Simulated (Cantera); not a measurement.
Input: 1 mol C₆H₆, 0.047 mol O₂, 4.6 mol N₂, 1.7 mol H₂O, equilibrated at 2550 K.

Equilibrium computed with Cantera from the NASA thermochemical tables; the gas is ideal and each condensed phase is pure. Candidate condensed phases: C, C₆H₆, C₇H₈, C₈H₁₈, H₂O; 136 gas species. The ideal-gas law is rough above about 30 bar. Kinetics and transport are ignored.

x: gas mole fraction; n: condensed amount in mol.

| P (Pa) | x H | x N₂ | x H₂ | x CO | x HCN | x C₃ | n C(graphite) |
|---|---|---|---|---|---|---|---|
| 10 | 0.535 | 0.287 | 0.0295 | 0.115 | 0.00736 | 0.0107 | 3.33 |
| 160 | 0.327 | 0.334 | 0.176 | 0.135 | 0.0194 | 0.000666 | 3.78 |
| 2500 | [?] | 0.375 | [?] | 0.153 | [?] | [?] | 3.72 |
| 40000 | [?] | 0.391 | 0.380 | 0.159 | 0.0308 | [?] | 3.70 |
| 630000 | 0.00781 | 0.395 | 0.395 | 0.161 | 0.0316 | 1.69e-7 | 3.69 |
| 10000000 | 0.00196 | 0.397 | 0.395 | 0.162 | 0.0317 | 1.07e-8 | 3.66 |

Question: Complete the blanks.

Answer: 
- 40000, x H: 0.0304
- 40000, x C₃: 2.66e-6
- 2500, x H: 0.112
- 2500, x H₂: 0.324
- 2500, x HCN: 0.0279
- 2500, x C₃: 4.26e-5
